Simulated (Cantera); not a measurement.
What does this Cantera script print?

```python
import numpy as np
import cantera as ct

gas_names = """
    C CH CH2 CH3 CH2OH CH3O CH4 CH3OH CO CO2 COOH C2 C2H CHCO,ketyl C2H2,acetylene C2H2,vinylidene
    CH2CO,ketene C2H3,vinyl CH3CO,acetyl C2H4 C2H4O,ethylen CH3CHO,ethanal CH3COOH (HCOOH)2 C2H5 C2H6
    CH3OCH3 C2H5OH C2O C3 C3H3,propargyl C3H4,allene C3H4,propyne C3H4,cyclo- C3H5,allyl C3H6,propylene
    C3H6,cyclo- C3H6O C3H7,n-propyl C3H7,i-propyl C3H8 C3H8O,1propanol C3H8O,2propanol C3O2 C4 C4H2
    C4H4,1,3-cyclo- C4H6,butadiene C4H6,2-butyne C4H6,cyclo- C4H8,1-butene C4H8,cis2-buten
    C4H8,tr2-butene C4H8,isobutene C4H8,cyclo- (CH3COOH)2 C4H9,n-butyl C4H9,i-butyl C4H9,s-butyl
    C4H9,t-butyl C4H10,isobutane C4H10,n-butane C5 C5H6,1,3cyclo- C5H8,cyclo- C5H10,1-pentene
    C5H10,cyclo- C5H11,pentyl C5H11,t-pentyl C5H12,n-pentane C5H12,i-pentane CH3C(CH3)2CH3 C6H2
    C6H5,phenyl C6H5O,phenoxy C6H6 C6H5OH,phenol C6H10,cyclo- C6H12,1-hexene C6H12,cyclo- C6H13,n-hexyl
    C7H7,benzyl C7H8 C7H8O,cresol C7H14,1-heptene C7H15,n-heptyl C7H16,n-heptane C8H8,styrene
    C8H10,ethylbenz C8H16,1-octene C8H17,n-octyl C8H18,isooctane C8H18,n-octane C9H19,n-nonyl
    C10H8,naphthale C10H21,n-decyl C12H9,o-bipheny C12H10,bipheny H HCO HO2 H2 HCHO,formaldehy HCOOH H2O
    H2O2 Mg MgH MgO MgOH MgO2H2 Mg2 O OH O2 O3
""".split()
cond_names = """
    C(gr) C6H6(L) C7H8(L) C8H18(L),n-octa H2O(s) H2O(L) Mg(cr) Mg(L) MgCO3(s) MgO(s) MgO(L) MgO2H2(s)
""".split()


def load(file, names, dense=False):
    # The tables refer to 1 bar. Condensed volumes are neglected.
    table = {s.name: s for s in ct.Species.list_from_file(file)}
    out = []
    for n in names:
        d = dict(table[n].input_data)
        d["thermo"] = dict(d["thermo"], **{"reference-pressure": 1e5})
        if dense:
            d["equation-of-state"] = {"model": "constant-volume", "density": "1e6 g/cm^3"}
        out.append(ct.Species.from_dict(d))
    return out


gas = ct.Solution(thermo="ideal-gas", species=load("nasa_gas.yaml", gas_names))
cond = {s.name: ct.Solution(thermo="fixed-stoichiometry", species=[s], name=s.name)
        for s in load("nasa_condensed.yaml", cond_names, dense=True)}
atoms = {
    'MgCO3': {'Mg': 1, 'C': 1, 'O': 3},
    'C': {'C': 1},
    'H2': {'H': 2},
}
top_T = {'C(gr)': 4500}  # K; cautious upper limits of use, not melting points


def equilibrate(T, P, feed):
    n = {}
    for name, mol in feed.items():
        for a, k in atoms[name].items():
            n[a] = n.get(a, 0.0) + k * mol
    gas.TPX = T, P, n
    mass = sum(n.values()) * gas.mean_molecular_weight
    gas.equilibrate("TP")
    valid = [c for c in cond.values() if c.min_temp <= T <= top_T.get(c.name, c.max_temp)]
    mix = ct.Mixture([(gas, mass / gas.mean_molecular_weight)] + [(c, 0.0) for c in valid])
    mix.T, mix.P = T, P
    mix.equilibrate("TP", solver="vcs", rtol=1e-11, max_steps=5000)
    return mix


results = []
T = 773.15  # K
P = 13  # Pa
for m in [0.011, 0.021, 0.039, 0.072, 0.13, 0.25, 0.47, 0.87]:
    feed = {'MgCO3': 1, 'C': m, 'H2': 0.92}  # mol
    mix = equilibrate(T, P, feed)
    results.append((T, P, feed, dict(zip(mix.species_names, mix.species_moles))))

top = {s: max(r[3][s] / sum(r[3][g] for g in gas_names) for r in results) for s in gas_names}
cols = sorted((s for s in top if top[s] > 1e-06), key=lambda s: -top[s])[:9]
seen = [c for c in cond_names if any(r[3].get(c, 0) > 1e-12 for r in results)]
print("log10 of partial pressures in bar; condensed amounts in mol")
print(f"{'n(C)':>10s}" + "".join(f"{s[:9]:>10s}" for s in cols + seen))
for T, P, feed, n in results:
    ng = sum(n[g] for g in gas_names)
    print(f"{feed['C']:10.4g}" + "".join(f"{np.log10(max(n[s] / ng * P / 1e5, 1e-99)):10.3f}" for s in cols)
          + "".join(f"{n.get(c, 0):10.4g}" for c in seen))
```

Result:

```
log10 of partial pressures in bar; condensed amounts in mol
      n(C)        CO       CO2        H2       H2O       CH4    MgO(s)
     0.011    -4.685    -4.324    -4.369    -4.717   -11.073         1
     0.021    -4.671    -4.328    -4.366    -4.732   -11.035         1
     0.039    -4.645    -4.334    -4.360    -4.758   -10.967         1
     0.072    -4.602    -4.347    -4.352    -4.807   -10.851         1
      0.13    -4.533    -4.373    -4.342    -4.892   -10.666         1
      0.25    -4.414    -4.439    -4.332    -5.067   -10.343         1
      0.47    -4.258    -4.606    -4.337    -5.394    -9.875         1
      0.87    -4.088    -5.260    -4.374    -6.254    -8.954         1
```

Method: chemical equilibrium by Gibbs-energy minimisation in Cantera with the NASA 1993 tables (ideal gas, pure condensed phases).
